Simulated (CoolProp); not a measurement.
Vapour-liquid equilibrium of ethylene (1) + propylene (2) at 254.8 K; x and y are mole fractions of (1).

Computed with CoolProp (multi-fluid Helmholtz-energy mixture model, Smukala 2000 and Lemmon 2013; pair parameters Bell 2016).

```csv
x,"bubble pressure, mixture model (MPa)","bubble pressure, Raoult's law (MPa)","y, mixture model","y, Raoult's law"
0.05,0.4256,0.4394,0.257,0.300
0.125,0.5809,0.6130,0.479,0.538
0.2,0.7387,0.7865,0.609,0.671
0.275,0.8981,0.9600,0.696,0.756
0.35,1.059,1.134,0.758,0.814
0.425,1.221,1.307,0.805,0.858
0.5,1.385,1.481,0.842,0.891
0.575,1.552,1.654,0.873,0.917
0.65,1.722,1.828,0.899,0.938
0.725,1.897,2.001,0.923,0.956
0.8,2.080,2.175,0.944,0.970
0.875,2.275,2.348,0.965,0.983
0.95,2.485,2.522,0.986,0.994
```

The largest gap from Raoult's law is -6.6 % in bubble pressure, at x = 0.35. No azeotrope shows between x = 0.05 and 0.95.

Pair parameters are fitted to limited data, so mixtures are less certain than the pure fluids.
